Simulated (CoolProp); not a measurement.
Vapour-liquid equilibrium of ethane (1) + n-perfluorobutane (2) at 236.6 K; x and y are mole fractions of (1).

Values from CoolProp's multi-fluid Helmholtz-energy mixture model, Bücker 2006 and Gao 2022; pair parameters Bell 2016.

Problem. Give the bubble pressure and the first vapour's composition at x = 0.05, 0.5, 0.95. Is there an azeotrope?

Solution. x = 0.05: 0.1082 MPa, y = 0.820; x = 0.5: 0.5974 MPa, y = 0.972; x = 0.95: 0.8251 MPa, y = 0.994. No azeotrope shows between x = 0.05 and 0.95.

Pair parameters are fitted to limited data, so mixtures are less certain than the pure fluids. With so large a gap from Raoult's law the liquid may split in two, which this calculation doesn't test in full.
